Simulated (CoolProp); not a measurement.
Computed with CoolProp (reference Helmholtz-energy equation of state, de Vries 1995).

Task: For R124, give the phase and the density (kg/m³), cv (kJ/(kg K)) at 430.8 K and 4.6 MPa.

Result: 
- 430.8 K and 4.6 MPa: supercritical; density 302, cv 0.931
